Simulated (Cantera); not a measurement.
What does this Cantera script print?

```python
import numpy as np
import cantera as ct

gas = ct.Solution("gri30.yaml")
gas.TPX = 1248, 57000, {'C3H8': 1, 'H2': 5.4}
inlet = ct.Reservoir(gas, clone=True)

reactor = ct.IdealGasConstPressureReactor(gas, energy="off", clone=False)
exhaust = ct.Reservoir(gas, clone=True)
tau = [1.1, 0.51, 0.24, 0.11, 0.051, 0.024, 0.011, 0.0052, 0.0024, 0.0011, 0.00052][0]
for a, b in ((inlet, reactor), (reactor, exhaust)):
    ct.MassFlowController(a, b, mdot=lambda t: reactor.mass / tau)
net = ct.ReactorNet([reactor])
show = ['C3H8', 'H2', 'C2H2', 'CH4', 'C2H', 'H']

rows = []
print(f"{'tau/s':>10s}{'T/K':>9s}" + "".join(f"{s:>11s}" for s in show))
for tau in [1.1, 0.51, 0.24, 0.11, 0.051, 0.024, 0.011, 0.0052, 0.0024, 0.0011, 0.00052]:
    net.initial_time = 0.0
    net.advance(30 * tau)
    before = gas.X
    net.advance(40 * tau)
    drift = np.max(np.abs(gas.X - before) / (gas.X + 1e-9))
    rows.append([gas.T, *gas[show].X, drift])
    print(f"{tau:10.3e}{gas.T:9.1f}" + "".join(f"{x:11.3e}" for x in gas[show].X))
```

Output:

```
     tau/s      T/K       C3H8         H2       C2H2        CH4        C2H          H
 1.100e+00   1248.0  7.787e-04  7.050e-01  2.765e-02  1.849e-01  4.655e-11  4.157e-06
 5.100e-01   1248.0  1.351e-03  7.131e-01  2.617e-02  1.709e-01  5.466e-11  5.217e-06
 2.400e-01   1248.0  2.320e-03  7.192e-01  2.332e-02  1.601e-01  6.017e-11  6.498e-06
 1.100e-01   1248.0  4.069e-03  7.243e-01  1.913e-02  1.506e-01  6.102e-11  8.092e-06
 5.100e-02   1248.0  7.113e-03  7.294e-01  1.431e-02  1.416e-01  5.536e-11  9.888e-06
 2.400e-02   1248.0  1.240e-02  7.356e-01  9.630e-03  1.315e-01  4.377e-11  1.171e-05
 1.100e-02   1248.0  2.226e-02  7.449e-01  5.543e-03  1.182e-01  2.827e-11  1.331e-05
 5.200e-03   1248.0  3.892e-02  7.586e-01  2.730e-03  1.004e-01  1.447e-11  1.408e-05
 2.400e-03   1248.0  6.562e-02  7.788e-01  1.045e-03  7.563e-02  5.326e-12  1.390e-05
 1.100e-03   1248.0  9.744e-02  8.020e-01  3.102e-04  4.824e-02  1.453e-12  1.315e-05
 5.200e-04   1248.0  1.231e-01  8.203e-01  7.944e-05  2.685e-02  3.403e-13  1.231e-05
```

Cantera simulation using GRI-Mech 3.0 (53 species, 325 reactions); the numbers are that mechanism's predictions, not measurements. GRI-Mech 3.0 was tuned for natural gas; its chemistry of propane as a main component is partial and can be far from experiment. GRI-Mech 3.0 stops at C3 and has no aromatics, soot or wall deposition, so with more carbon than oxygen in the feed, carbon stays in small species such as C2H2 where larger ones or solid carbon would form.
